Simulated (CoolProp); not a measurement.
Saturated liquid density (kg/m³) of decamethyltetrasiloxane (MD2M): the reference equation beside estimates from Tc = 599.4 K, pc = 1144 kPa, ω = 0.635. Rackett uses Z = 0.29056 − 0.08775 ω.

The numbers come from the reference Helmholtz-energy equation of state, Thol 2017 in CoolProp.

```csv
T (K),reference,Rackett,van der Waals,Redlich-Kwong,Soave-Redlich-Kwong,Peng-Robinson
368.8,777.7,915.1,(withheld),639.1,690.8,777.7
383.5,762.4,896.5,427.3,625.8,679.6,765.7
398.2,746.9,877.3,419.3,611.8,667.4,752.7
412.9,731.0,857.6,411.0,597.1,654.4,738.6
427.6,714.7,837.2,402.3,581.6,640.3,(withheld)
442.3,697.8,(withheld),393.1,565.3,(withheld),706.6
457,680.2,794.0,383.5,548.0,608.3,688.3
471.7,661.8,771.0,373.3,529.6,590.1,668.3
486.3,642.5,746.9,362.5,510.2,(withheld),646.2
501,621.9,721.1,350.8,489.2,548.2,621.5
515.7,599.8,(withheld),338.2,466.5,523.6,593.8
530.4,575.9,663.4,324.4,441.8,496.0,562.2
545.1,549.4,630.0,309.1,414.3,464.3,525.8
```

Question: What belongs in the gaps?

Answer: 
- 368.8, van der Waals: 435.0
- 427.6, Peng-Robinson: 723.3
- 442.3, Rackett: 816.1
- 442.3, Soave-Redlich-Kwong: 625.0
- 486.3, Soave-Redlich-Kwong: 570.3
- 515.7, Rackett: 693.5

Absolute difference from the reference over all 13 rows, mean and median: Rackett 16.5 and 16.7 %, van der Waals 43.7 and 43.7 %, Redlich-Kwong 20.1 and 19.4 %, Soave-Redlich-Kwong 11.6 and 10.9 %, Peng-Robinson 1.2 and 1.0 %.
